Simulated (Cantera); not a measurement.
Transport properties of process gases

Gas mixture: NH3 : H2O : N2 = 0.75 : 0.51 : 0.82 (molar parts), at 13300 Pa, frozen composition.

Cantera's kinetic-theory transport with the Lennard-Jones parameters of GRI-Mech 3.0, ideal gas; thermal conductivity in the multicomponent form. Polar gases are described roughly by these parameters. The composition is frozen, though it would react at the higher temperatures.

```csv
T (K),ρ (kg/m³),cp (J/kg/K),μ (µPa s),λ (mW/m/K),Pr,D (cm²/s) O,D (cm²/s) H,D (cm²/s) H2
400,0.0866,1569,17.3,39.6,0.688,4.43,16.0,10.2
550,0.0630,1680,23.0,56.7,0.681,7.77,28.5,17.7
700,0.0495,1794,28.3,74.7,0.679,11.8,43.6,26.6
850,0.0408,1904,33.2,93.2,0.679,16.4,61.2,37.0
1000,0.0346,2010,37.9,112,0.679,21.6,80.9,48.6
1150,0.0301,2102,42.3,131,0.680,27.4,103,61.3
1300,0.0266,2185,46.5,149,0.681,33.6,126,75.3
1450,0.0239,2258,50.5,167,0.681,40.4,152,90.3
1600,0.0216,2323,54.4,185,0.682,47.6,179,106
```
D: mixture-averaged diffusion coefficient of that species in the mixture.
